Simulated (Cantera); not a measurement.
Mixture: CH4 : O2 : N2 = 1 : 3.33 : 12.5 (molar parts), at 1.00 atm, adiabatic and at constant pressure. Ignition delay is the time to a rise of 400 K.

Cantera simulation using GRI-Mech 3.0 (53 species, 325 reactions); the numbers are that mechanism's predictions, not measurements.

Problem. What does this change do: 0.54 parts H2O added?

Solution. 
```json
[
 {"quantity": "delay at 1223 K", "before": "25.0 ms", "after": "26.9 ms"},
 {"quantity": "delay at 1273 K", "before": "12.7 ms", "after": "13.7 ms"},
 {"quantity": "delay at 1323 K", "before": "6.69 ms", "after": "7.25 ms"},
 {"quantity": "delay at 1373 K", "before": "3.67 ms", "after": "3.97 ms"},
 {"quantity": "delay at 1423 K", "before": "2.10 ms", "after": "2.26 ms"},
 {"quantity": "delay at 1473 K", "before": "1.26 ms", "after": "1.34 ms"},
 {"quantity": "delay at 1523 K", "before": "0.785 ms", "after": "0.825 ms"},
 {"quantity": "apparent activation energy between 1423 and 1523 K", "before": "180 kJ/mol", "after": "180 kJ/mol"}
]
```
